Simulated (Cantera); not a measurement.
## AlN + O2 (nitride etching)

Input: 1 mol AlN, a varied amount of O2, equilibrated at 1025 K and 4800 Pa.

These are equilibrium values from Cantera (NASA tables, ideal gas, pure condensed phases), not measurements of a reactor. Candidate condensed phases: Al, AlN, Al2O3; 16 gas species. Kinetics and transport are ignored.

| n(O2) (mol) | x O2 | x N2 | x NO | x NO2 | x O | n Al2O3(s) |
|---|---|---|---|---|---|---|
| 0.8 | 0.0909 | 0.909 | 2.89e-5 | 1.90e-7 | 4.54e-10 | 0.500 |
| 1.2 | 0.474 | 0.526 | 5.02e-5 | 7.52e-7 | 1.04e-9 | 0.500 |
| 1.7 | 0.655 | 0.345 | 4.78e-5 | 8.42e-7 | 1.22e-9 | 0.500 |
| 2.5 | 0.778 | 0.222 | 4.18e-5 | 8.03e-7 | 1.33e-9 | 0.500 |
| 3.7 | 0.855 | 0.145 | 3.54e-5 | 7.13e-7 | 1.39e-9 | 0.500 |
| 5.4 | 0.903 | 0.0971 | 2.98e-5 | 6.16e-7 | 1.43e-9 | 0.500 |
| 7.9 | 0.935 | 0.0653 | 2.48e-5 | 5.23e-7 | 1.46e-9 | 0.500 |
| 12 | 0.957 | 0.0425 | 2.03e-5 | 4.32e-7 | 1.47e-9 | 0.500 |
| 17 | 0.970 | 0.0298 | 1.71e-5 | 3.67e-7 | 1.48e-9 | 0.500 |
x: gas mole fraction; n: condensed amount in mol.

From 0.8 mol O2 to 17 mol O2 the condensed part is Al2O3(s).
